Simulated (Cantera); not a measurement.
Charge: 1 mol Si, 3.1 mol N₂O, 8.9 mol H₂, held at 1750 K.

Equilibrium computed with Cantera from the NASA thermochemical tables; the gas is ideal and each condensed phase is pure. Candidate condensed phases: H₂O, Si, SiO₂, Si₂N₂O, Si₃N₄; 35 gas species. The tables hold silica as quartz up to 1696 K and as liquid above; real silica turns to tridymite and cristobalite and melts near 1996 K. Equilibrium is a limit: real reactors are often held back by kinetics, nucleation or transport.

Task: At 42.0 Pa, list the 5 most abundant gas species with their mole fractions, and the condensed phases.

Result: H₂ 0.623, N₂ 0.254, H₂O 0.102, SiO 0.0117, H 0.00896. Condensed: SiO₂(condensed).
